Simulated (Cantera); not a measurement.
Feed: 1 mol Al, 42 mol H₂O, 3.4 mol H₂, at 2.70 mbar.

Cantera equilibrium calculation (NASA polynomials, part measured and part estimated; ideal gas, pure solids and liquids). Candidate condensed phases: Al, Al₂O₃, H₂O; 19 gas species. Rates play no part.

x: gas mole fraction; n: condensed amount in mol.

```json
[
 {"T (K)": "775", "x H₂O": "0.892", "x H₂": "0.108", "x H": "6.27e-12", "x OH": "<1e-12", "x O₂": "<1e-12", "n Al₂O₃(s)": "0.500"},
 {"T (K)": "925", "x H₂O": "0.892", "x H₂": "0.108", "x H": "1.65e-9", "x OH": "1.61e-11", "x O₂": "<1e-12", "n Al₂O₃(s)": "0.500"},
 {"T (K)": "1075", "x H₂O": "0.892", "x H₂": "0.108", "x H": "?", "x OH": "?", "x O₂": "<1e-12", "n Al₂O₃(s)": "0.500"},
 {"T (K)": "1225", "x H₂O": "0.892", "x H₂": "0.108", "x H": "1.97e-6", "x OH": "1.48e-7", "x O₂": "1.13e-11", "n Al₂O₃(s)": "0.500"},
 {"T (K)": "1375", "x H₂O": "0.892", "x H₂": "0.108", "x H": "?", "x OH": "?", "x O₂": "?", "n Al₂O₃(s)": "0.500"},
 {"T (K)": "1525", "x H₂O": "0.892", "x H₂": "0.108", "x H": "0.000150", "x OH": "3.84e-5", "x O₂": "1.75e-7", "n Al₂O₃(s)": "0.500"},
 {"T (K)": "1675", "x H₂O": "0.891", "x H₂": "0.108", "x H": "0.000733", "x OH": "0.000294", "x O₂": "6.03e-6", "n Al₂O₃(s)": "0.500"},
 {"T (K)": "1825", "x H₂O": "0.888", "x H₂": "0.107", "x H": "0.00278", "x OH": "0.00161", "x O₂": "0.000116", "n Al₂O₃(s)": "0.500"}
]
```

Q: Fill in the missing entries.

A: 
- 1375, x H: 2.17e-5
- 1375, x OH: 3.22e-6
- 1375, x O₂: 2.37e-9
- 1075, x H: 9.28e-8
- 1075, x OH: 2.91e-9
